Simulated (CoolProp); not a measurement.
Diethyl ether along the isobar 142 bar: density (kg/m³) from the reference equation and from simpler models built on Tc = 467.9 K, pc = 37.17 bar, ω = 0.282; each cubic takes its own stable root.

Model: reference Helmholtz-energy equation of state, Thol 2014, in CoolProp.

```tsv
T (K)	phase	reference	van der Waals	Redlich-Kwong	Soave-Redlich-Kwong	Peng-Robinson
304.9	liquid	718.7	454.9	646.6	663.6	746.0
327	liquid	695.6	445.1	626.6	643.9	724.2
349.1	liquid	671.6	435.0	605.5	622.5	700.3
371.2	liquid	646.5	424.6	583.4	599.4	674.2
393.3	liquid	620.3	413.9	560.2	574.4	645.5
415.4	liquid	592.8	402.8	536.0	547.3	614.2
437.5	liquid	563.7	391.3	510.7	518.1	579.9
459.6	liquid	533.0	379.4	484.4	486.6	542.8
481.7	supercritical	500.3	367.1	457.2	453.2	503.0
503.8	supercritical	465.7	354.3	429.3	418.2	461.3
525.9	supercritical	429.4	341.2	401.0	382.6	419.0
548	supercritical	392.3	327.7	372.9	347.8	378.1
```
